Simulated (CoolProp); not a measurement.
Model: reference Helmholtz-energy equation of state, Lemmon 2009, in CoolProp.

Give the vapour pressure (MPa), vapour density (kg/m³), vapour viscosity (µPa s), liquid conductivity (mW/(m K)) of saturated propane at 2.05, 40.95 °C.


```
T (°C)  p (MPa)  vapour density (kg/m³)  vapour viscosity (µPa s)  liquid conductivity (mW/(m K))
------  -------  ----------------------  ------------------------  ------------------------------
2.05      0.505                    11.0                      7.51                             105
40.95      1.40                    30.9                      8.94                            86.6
```

Viscosity comes from a separate model (Vogel 1998). Thermal conductivity comes from a separate model (Marsh 2002).
